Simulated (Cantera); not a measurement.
Charge: 1 mol B₂H₆, a varied amount of O₂, 0.27 mol N₂, held at 10.0 Torr.

Method: chemical equilibrium by Gibbs-energy minimisation in Cantera with the NASA 1993 tables (ideal gas, pure condensed phases). Candidate condensed phases: B, BN, B₂O₃, B₃O₃H₃, H₂O; 39 gas species. The feed counts by its element totals alone. Mutual solubility and eutectic melting of coexisting phases are not modelled. Kinetics and transport are ignored.

Stable condensed phases, one row left out:

```
T in K \ n(O₂) in mol
         1.2 1.6 2.1 2.8 3.7 4.9 6.6 8.7
   2323    A   A   A   A   A   A   A   A
   2248    A   A   A   A   A   A   A   A
   2173    A   A   A   A   A   A   A   A
   2098    A   A   A   A   A   A   A   A
   2023    A   A   A   A   A   A   A   A
   1948    A   A   A   A   A   A   A   A
   1873    A   A   A   A   A   A   A   A
   1798    B   A   A   A   A   A   A   A
   1648    C   D   D   A   A   A   A   A
```

A: gas only; B: BN; C: BN + B₂O₃; D: B₂O₃.

Problem. Give the row for 1723 K.

Solution. 1.2: BN + B₂O₃; 1.6: B₂O₃; 2.1: gas only; 2.8: gas only; 3.7: gas only; 4.9: gas only; 6.6: gas only; 8.7: gas only.
